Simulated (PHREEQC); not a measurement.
## Metal-bearing waste water: an equilibrium model

Dissolve 18 mmol/kgw ZnSO4, 10 mmol/kgw MgSO4 and 1.5 mmol/kgw NaCl at 20 °C. Closed to the air; pH follows from the charge balance.

Computed with PHREEQC (ion-association model, phreeqc.dat).

No solid was allowed to form.

Problem. What pH, ionic strength does the model give?

Solution. pH 5.82; ionic strength 0.0682 mol/kgw.

Problem. In which forms is Mg present?

Solution. Mg+2 62 %, MgSO4 38 % of the Mg.
